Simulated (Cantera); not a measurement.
Feed: 1 mol Si₃N₄, 1.8 mol HCl, 30 mol N₂, at 12.0 Pa.

Equilibrium computed with Cantera from the NASA thermochemical tables; the gas is ideal and each condensed phase is pure. Candidate condensed phases: NH₄Cl, Si, Si₃N₄; 28 gas species. The numbers say what is thermodynamically allowed, not how fast it happens.

Task: Which condensed phases are stable at each of these points (T (K)): 725, 825, 925, 1025, 1125, 1225, 1325, 1425, 1525, 1625, 1725, 1825?

Result: 
```tsv
T (K)	condensed phases	Si condensed (%)
725	Si₃N₄(s)	96.0
825	Si₃N₄(s)	96.6
925	Si₃N₄(s)	97.0
1025	Si₃N₄(s)	97.2
1125	Si₃N₄(s)	96.9
1225	Si₃N₄(s)	93.9
1325	Si₃N₄(s)	88.0
1425	Si₃N₄(s)	81.8
1525	Si₃N₄(s)	77.1
1625	Si(s)	74.7
1725	Si(l)	66.1
1825	Si(l)	29.8
```

From 725 K to 1525 K the condensed part is Si₃N₄(s). At 1625 K the condensed part is Si(s). From 1725 K to 1825 K the condensed part is Si(l).
